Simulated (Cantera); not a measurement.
## Gas-phase reforming

An isothermal, constant-pressure homogeneous reactor starts with 53.5 % CH4, 46.5 % CO2, at 1500 K and 16000 Pa.

Computed with Cantera and GRI-Mech 3.0 (53 species, 325 reactions).

| t (s) | x CH4 | x CO2 | x O | x H2O2 | x O2 |
|---|---|---|---|---|---|
| 8.00e-6 | 0.535 | 0.465 | <1e-12 | <1e-12 | <1e-12 |
| 3.53e-5 | 0.535 | 0.465 | <1e-12 | <1e-12 | <1e-12 |
| 0.000156 | 0.535 | 0.465 | <1e-12 | <1e-12 | <1e-12 |
| 0.000690 | 0.535 | 0.465 | <1e-12 | <1e-12 | <1e-12 |
| 0.00305 | 0.534 | 0.465 | <1e-12 | <1e-12 | <1e-12 |
| 0.0135 | 0.531 | 0.465 | <1e-12 | <1e-12 | <1e-12 |
| 0.0594 | 0.508 | 0.459 | <1e-12 | <1e-12 | <1e-12 |
| 0.263 | 0.420 | 0.422 | <1e-12 | <1e-12 | <1e-12 |
| 1.16 | 0.246 | 0.293 | 2.04e-12 | <1e-12 | <1e-12 |
| 5.12 | 0.0651 | 0.0925 | 4.25e-12 | <1e-12 | 1.67e-12 |
| 22.6 | 0.0272 | 0.0480 | 4.00e-12 | <1e-12 | <1e-12 |
| 100 | 0.0148 | 0.0186 | 2.33e-12 | <1e-12 | <1e-12 |
x: mole fraction; the columns are a selection and need not sum to one.

Equilibrium at this temperature and pressure: CH4 0.00590, CO2 4.14e-7, O <1e-12, H2O2 <1e-12, O2 <1e-12 (gas phase only).
